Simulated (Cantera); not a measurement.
Input: 1 mol TiO2, 0.31 mol SiCl4, 2.9 mol O2, at 22.0 mbar.

Equilibrium computed with Cantera from the NASA thermochemical tables; the gas is ideal and each condensed phase is pure. Candidate condensed phases: Si, SiO2, Ti, TiCl2, TiCl3, TiCl4, TiO, TiO2, Ti2O3, Ti3O5, Ti4O7; 24 gas species. Mutual solubility and eutectic melting of coexisting phases are not modelled. The tables hold silica as quartz up to 1696 K and as liquid above; real silica turns to tridymite and cristobalite and melts near 1996 K. Condensed phases not in the tables: alloys, solid solutions and most ternary compounds. Equilibrium is a limit: real reactors are often held back by kinetics, nucleation or transport. All values below are at 1225 K.

Base state: O2 0.800, Cl2 0.183, Cl 0.0176, ClO 8.75e-5 (mole fractions); condensed: SiO2(β-quartz) + TiO2(rutile).

**Question.** What changes in the equilibrium state with this change: SiCl4 from 0.31 to 1.6 mol?

**Answer.** 
| species | before | after |
|---|---|---|
| Cl2 | 0.183 | 0.682 |
| O2 | 0.800 | 0.284 |
| Cl | 0.0176 | 0.0340 |
| TiCl4 | 1.13e-6 | 4.43e-5 |
| ClO | 8.75e-5 | 0.000101 |
| SiO2(β-quartz), mol | 0.310 | 1.60 |
| TiO2(rutile), mol | 1.000 | 1.000 |
